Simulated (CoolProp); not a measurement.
Chloromethane (R40) at several states: Z from the reference equation and from simpler models built on Tc = 145.5 °C, pc = 6929 kPa, ω = 0.150; each cubic takes its own stable root.

Values from CoolProp's reference Helmholtz-energy equation of state, Thol 2014.

| T (°C) | p (kPa) | phase | reference |
|---|---|---|---|
| 86.95 | 837 | gas | 0.9222 |
| 62.55 | 7450 | liquid | 0.1586 |
| -9.55 | 3570 | liquid | 0.08365 |

Problem. How far does each simpler model (van der Waals, Peng-Robinson) lie from the reference over these 3 states: mean and median of the absolute difference, and the worst?

Solution. 
- van der Waals: mean 39.6 %, median 56.1 %, worst +60.2 % at -9.55 °C and 3570 kPa
- Peng-Robinson: mean 2.6 %, median 3.2 %, worst -4.2 % at -9.55 °C and 3570 kPa
